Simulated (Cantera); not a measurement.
A perfectly stirred reactor is fed with C2H6 : N2 = 1 : 140 (molar parts), at 760 Torr; it is held at 1675 K, and followed from long to short residence time.

Detailed kinetics in Cantera: GRI-Mech 3.0 (53 species, 325 reactions). GRI-Mech 3.0 stops at C3 and has no aromatics, soot or wall deposition, so with more carbon than oxygen in the feed, carbon stays in small species such as C2H2 where larger ones or solid carbon would form.

Problem. What does this change do: temperature 1675 to 1175 K?

Solution. 
| quantity | before | after |
|---|---|---|
| x(C2H6) at τ = 16.0 s | 9.99e-8 | 6.36e-5 |
| x(CH3) at τ = 16.0 s | 7.53e-6 | 4.23e-7 |
| x(HCN) at τ = 16.0 s | 3.50e-5 | 2.89e-11 |
| x(C2H2) at τ = 16.0 s | 0.00679 | 0.00497 |
| x(CH4) at τ = 16.0 s | 0.000352 | 0.00110 |
| x(C2H6) at τ = 0.100 s | 1.14e-5 | 0.00210 |
| x(CH3) at τ = 0.100 s | 7.63e-5 | 2.61e-6 |
| x(HCN) at τ = 0.100 s | 7.55e-6 | 5.24e-11 |
| x(C2H2) at τ = 0.100 s | 0.00602 | 0.000984 |
| x(CH4) at τ = 0.100 s | 0.00173 | 0.000445 |
